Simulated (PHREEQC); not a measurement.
Nickel, zinc or cadmium bath: an equilibrium model

Solution (20 °C): 0.013 mol/kgw CdCl2 and 0.048 mol/kgw MnSO4. Closed to the air; pH follows from the charge balance.

Model: ion-association model, wateq4f.dat, run in PHREEQC.

```json
{
  "pH": "6.13",
  "ionic_strength": "0.139 mol/kgw"
}
```

```
species     molality  activity   log γ
----------  --------  --------  ------
Mn+2          0.0313    0.0115  -0.436
SO4-2         0.0261   0.00877  -0.474
Cl-           0.0215    0.0160  -0.130
MnSO4         0.0157    0.0163   0.014
Cd+2         0.00471   0.00161  -0.465
CdSO4        0.00383   0.00396   0.014
CdCl+        0.00316   0.00242  -0.116
Cd(SO4)2-2   0.00115  0.000392  -0.465
MnCl+       0.000977  0.000746  -0.117
CdCl2       0.000153  0.000158   0.014
```

No solid was allowed to form.
